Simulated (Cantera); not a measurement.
**Thermodynamics of carbon deposition, reforming and gasification, feed toluene + H2O**

A closed system holds: 1 mol toluene, 0.037 mol H2O, equilibrated at 1300 °C.

Cantera equilibrium calculation (NASA polynomials, part measured and part estimated; ideal gas, pure solids and liquids). Candidate condensed phases: C, C6H6, C7H8, C8H18, H2O; 110 gas species. The ideal-gas law is rough above about 30 bar. The numbers say what is thermodynamically allowed, not how fast it happens.

```csv
P (Pa),x H2,x CH4,x CO,x H,n C(graphite)
10,0.987,1.79e-7,0.00906,0.00404,6.96
160,0.990,2.88e-6,0.00908,0.00101,6.96
2500,0.991,4.50e-5,0.00908,0.000256,6.96
40000,0.990,0.000719,0.00908,6.40e-5,6.96
630000,0.980,0.0111,0.00912,1.60e-5,6.92
10000000,0.855,0.134,0.00946,3.76e-6,6.48
```
x: gas mole fraction; n: condensed amount in mol.

From 0.000100 bar to 100 bar the condensed part is C(graphite). The main C-bearing gas is CO at 0.000100 bar and CH4 at 100 bar.
